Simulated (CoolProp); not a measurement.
Vapour-liquid equilibrium of dimethyl carbonate (1) + n-nonane (2) at 0.343 bar; x and y are mole fractions of (1).

The numbers come from the multi-fluid Helmholtz-energy mixture model, Zhou 2011 and Lemmon 2006; pair parameters Bell 2016 in CoolProp.

**Question.** Give the bubble temperature and the first vapour's composition at x = 0.2, 0.35, 0.95. Is there an azeotrope?

**Answer.** x = 0.2: 71.7 °C, y = 0.833; x = 0.35: 64.3 °C, y = 0.892; x = 0.95: 59.8 °C, y = 0.966. No azeotrope shows between x = 0.05 and 0.95.

The pair parameters rest on a limited set of measurements; away from them the model extrapolates. With so large a gap from Raoult's law the liquid may split in two, which this calculation doesn't test in full.
